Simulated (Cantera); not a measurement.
Adiabatic ignition

An adiabatic, constant-pressure homogeneous reactor starts with CH₃OH : O₂ : N₂ = 1 : 0.938 : 6.19 (molar parts), equivalence ratio 1.6, at 1050 K and 10.0 bar.

Computed with Cantera and GRI-Mech 3.0 (53 species, 325 reactions). GRI-Mech 3.0 was tuned for natural gas; its chemistry of methanol as a main component is partial and can be far from experiment.

| t (s) | T (K) | x CH₃OH | x O₂ | x CH₂CO | x C₂H₄ | x H₂O |
|---|---|---|---|---|---|---|
| 9.00e-6 | 1050 | 0.123 | 0.115 | <1e-12 | <1e-12 | 1.44e-9 |
| 2.05e-5 | 1050 | 0.123 | 0.115 | <1e-12 | <1e-12 | 3.29e-9 |
| 4.65e-5 | 1050 | 0.123 | 0.115 | <1e-12 | <1e-12 | 7.48e-9 |
| 0.000106 | 1050 | 0.123 | 0.115 | <1e-12 | <1e-12 | 1.70e-8 |
| 0.000240 | 1050 | 0.123 | 0.115 | <1e-12 | <1e-12 | 3.87e-8 |
| 0.000545 | 1050 | 0.123 | 0.115 | <1e-12 | <1e-12 | 8.82e-8 |
| 0.00124 | 1050 | 0.123 | 0.115 | <1e-12 | <1e-12 | 2.05e-7 |
| 0.00281 | 1050 | 0.123 | 0.115 | <1e-12 | <1e-12 | 5.40e-7 |
| 0.00640 | 1050 | 0.123 | 0.115 | <1e-12 | <1e-12 | 2.21e-6 |
| 0.0145 | 1050 | 0.123 | 0.115 | <1e-12 | <1e-12 | 2.12e-5 |
| 0.0330 | 2120 | <1e-12 | 4.21e-7 | <1e-12 | <1e-12 | 0.163 |
| 0.0750 | 2120 | <1e-12 | 4.21e-7 | <1e-12 | <1e-12 | 0.163 |
| 0.170 | 2120 | <1e-12 | 4.21e-7 | <1e-12 | <1e-12 | 0.163 |
| 0.387 | 2120 | <1e-12 | 4.21e-7 | <1e-12 | <1e-12 | 0.163 |
| 0.880 | 2120 | <1e-12 | 4.21e-7 | <1e-12 | <1e-12 | 0.163 |
| 2.00 | 2120 | <1e-12 | 4.21e-7 | <1e-12 | <1e-12 | 0.163 |
x: mole fraction; the columns are a selection and need not sum to one.

```yaml
time_of_steepest_temperature_rise: 27.8 ms
temperature at 2.00 s: 2120 K
equilibrium_temperature: 2120 K
x(CH₃OH) at 2.00 s: <1e-12 (gas-phase equilibrium <1e-12)
x(O₂) at 2.00 s: 4.21e-7 (gas-phase equilibrium 4.21e-7)
x(CH₂CO) at 2.00 s: <1e-12 (gas-phase equilibrium <1e-12)
```
